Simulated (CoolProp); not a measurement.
Vapour-liquid equilibrium of CH2F2 (R32) (1) + fluoroethane (R161) (2) at 0.00314 MPa; x and y are mole fractions of (1).

The numbers come from the multi-fluid Helmholtz-energy mixture model, Tillner-Roth 1997 and Wu 2012; pair parameters Bell 2016 in CoolProp.

Q: Give the bubble temperature and the first vapour's composition at x = 0.2, 0.5, 0.575. Is there an azeotrope?

A: x = 0.2: -96.7 °C, y = 0.416; x = 0.5: -99.5 °C, y = 0.691; x = 0.575: -100.0 °C, y = 0.741. No azeotrope shows between x = 0.05 and 0.95.

The pair parameters rest on a limited set of measurements; away from them the model extrapolates.
